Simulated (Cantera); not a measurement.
Cantera run:

```python
import numpy as np
import cantera as ct

gas_names = """
    CL CL2 H HCL H2 Si SiCL SiCL2 SiCL3 SiCL4 SiH SiHCL3 SiH2 SiH2CL2 SiH3 SiH3CL SiH4 Si2 Si3
""".split()
cond_names = """
    Si(cr) Si(L)
""".split()


# ... load() reads the species with a 1 bar reference pressure and builds the phases ...
atoms = {
    'SiCl4': {'Si': 1, 'CL': 4},
    'H2': {'H': 2},
}
top_T = {}  # K; cautious upper limits of use, not melting points


# ... equilibrate(T, P, feed) seeds the gas with the atoms and calls Mixture.equilibrate('TP', solver="vcs", rtol=1e-11, max_steps=5000) ...
results = []
feed = {'SiCl4': 1, 'H2': 1.6}  # mol
P = 10000  # Pa
for T in [650, 700, 750, 800, 850, 900, 950, 1000, 1050, 1100, 1150]:
    mix = equilibrate(T, P, feed)
    results.append((T, P, feed, dict(zip(mix.species_names, mix.species_moles))))

top = {s: max(r[3][s] / sum(r[3][g] for g in gas_names) for r in results) for s in gas_names}
cols = sorted((s for s in top if top[s] > 0.001), key=lambda s: -top[s])[:7]
seen = [c for c in cond_names if any(r[3].get(c, 0) > 1e-12 for r in results)]
print("log10 of partial pressures in bar; condensed amounts in mol")
print(f"{'T/K':>10s}" + "".join(f"{s[:9]:>10s}" for s in cols + seen))
for T, P, feed, n in results:
    ng = sum(n[g] for g in gas_names)
    print(f"{T:10.4g}" + "".join(f"{np.log10(max(n[s] / ng * P / 1e5, 1e-99)):10.3f}" for s in cols)
          + "".join(f"{n.get(c, 0):10.4g}" for c in seen))
```

It prints:

```
log10 of partial pressures in bar; condensed amounts in mol
       T/K        H2     SiCL4       HCL    SiHCL3     SiCL3     SiCL2
       650    -1.214    -1.420    -3.362    -3.362    -7.534   -10.840
       700    -1.216    -1.423    -3.163    -3.165    -6.719    -9.496
       750    -1.218    -1.427    -2.993    -2.996    -6.014    -8.335
       800    -1.221    -1.431    -2.846    -2.850    -5.399    -7.321
       850    -1.225    -1.437    -2.717    -2.725    -4.859    -6.431
       900    -1.229    -1.444    -2.603    -2.616    -4.383    -5.644
       950    -1.234    -1.452    -2.499    -2.525    -3.962    -4.948
      1000    -1.239    -1.462    -2.402    -2.451    -3.591    -4.336
      1050    -1.246    -1.474    -2.305    -2.399    -3.270    -3.807
      1100    -1.255    -1.490    -2.204    -2.372    -2.998    -3.361
      1150    -1.266    -1.512    -2.095    -2.375    -2.775    -3.000
```

Cantera equilibrium calculation (NASA polynomials, part measured and part estimated; ideal gas, pure solids and liquids). The tables' values for SiCl3 are old estimates; treat these amounts as uncertain.
